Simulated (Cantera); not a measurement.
A freely propagating, adiabatic, planar premixed flame of CH4 : C2H6 : O2 : N2 = 1 : 0.26 : 3.23 : 11.3 (molar parts), unburnt at 625 K and 44000 Pa; mixture-averaged transport, grid criteria slope 0.08 and curve 0.16, no radiation.

Computed with Cantera and GRI-Mech 3.0 (53 species, 325 reactions). Burning velocities carry a grid error of a few per cent, more on coarse grids.

### Question
How do the results move with these cheaper or finer settings: unity-Lewis-number transport; multicomponent transport; multicomponent+Soret transport; grid criteria slope 0.5, curve 1; grid criteria slope 0.25, curve 0.5; grid criteria slope 0.03, curve 0.06?

### Answer
| setting | laminar burning velocity | thermal thickness | peak x(OH) | peak x(CH2O) | grid points |
|---|---|---|---|---|---|
| as above | 175 cm/s | 0.611 mm | 0.0126 | 0.00142 | 158 |
| unity-Lewis-number transport | 126 cm/s | 0.693 mm | 0.0127 | 0.00120 | 156 |
| multicomponent transport | 175 cm/s | 0.619 mm | 0.0126 | 0.00143 | 158 |
| multicomponent+Soret transport | 173 cm/s | 0.618 mm | 0.0126 | 0.00143 | 158 |
| grid criteria slope 0.5, curve 1 | 194 cm/s | 0.696 mm | 0.0129 | 0.00141 | 45 |
| grid criteria slope 0.25, curve 0.5 | 182 cm/s | 0.639 mm | 0.0127 | 0.00143 | 62 |
| grid criteria slope 0.03, curve 0.06 | 172 cm/s | 0.605 mm | 0.0125 | 0.00143 | 366 |
The base run took about 9 core-seconds (a rough figure).
Unity Lewis numbers drop preferential diffusion, which matters most where H2 and H carry the flame; Soret adds thermal diffusion.
